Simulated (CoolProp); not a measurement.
Vapour-liquid equilibrium of ethylene (1) + 1-butene (2) at -84.35 °C; x and y are mole fractions of (1).

Computed with CoolProp (multi-fluid Helmholtz-energy mixture model, Smukala 2000 and Lemmon 2005; pair parameters Bell 2016).

| x | bubble pressure (kPa) | y at the bubble point | dew pressure at overall composition x (kPa) | liquid density (mol/L) |
|---|---|---|---|---|
| 0.05 | 15.73 | 0.935 | 1.112 | 12.91 |
| 0.2 | 58.71 | 0.985 | 1.320 | 13.71 |
| 0.35 | 100.7 | 0.993 | 1.624 | 14.59 |
| 0.5 | 142.1 | 0.996 | 2.108 | 15.55 |
| 0.65 | 182.9 | 0.998 | 3.004 | 16.58 |
| 0.8 | 223.3 | 0.999 | 5.226 | 17.69 |
| 0.95 | 264.8 | 1.000 | 20.06 | 18.83 |

No azeotrope shows between x = 0.05 and 0.95.

Pair parameters are fitted to limited data, so mixtures are less certain than the pure fluids.
